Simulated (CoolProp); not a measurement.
Vapour-liquid equilibrium of n-hexane (1) + o-xylene (2) at 0.0114 MPa; x and y are mole fractions of (1).

Model: multi-fluid Helmholtz-energy mixture model, Thol 2019 and Zhou 2012; pair parameters Bell 2016, in CoolProp.

**Question.** Give the bubble temperature and the first vapour's composition at x = 0.275, 0.35, 0.95. Is there an azeotrope?

**Answer.** x = 0.275: 36.0 °C, y = 0.891; x = 0.35: 31.5 °C, y = 0.923; x = 0.95: 13.5 °C, y = 0.997. No azeotrope shows between x = 0.05 and 0.95.

The pair parameters rest on a limited set of measurements; away from them the model extrapolates.
